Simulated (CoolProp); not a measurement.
The fluid at 102.03 K and 0.293 MPa (stagnation) flows isentropically through a choked orifice. The same conditions are run with several fluids, on thermodynamics alone (safety and materials aside).

Computed with CoolProp (reference Helmholtz-energy equation of state of each fluid (carbon monoxide: Lemmon 2006; nitrogen: Span 2000; normal hydrogen: Leachman 2009; dry air: Lemmon 2000)). Blends and air are pseudo-pure fits.

Problem. Rank carbon monoxide, nitrogen, normal hydrogen, dry air by throat to inlet pressure ratio, highest first.

Solution. carbon monoxide (0.554), dry air (0.551), nitrogen (0.530), normal hydrogen (0.490)

| fluid | mass flux (kg/(m² s)) | throat temperature (K) |
|---|---|---|
| carbon monoxide | 1190 | 86.0 |
| nitrogen | 1180 | 84.9 |
| normal hydrogen | 325 | 77.9 |
| dry air | 1200 | 85.9 |
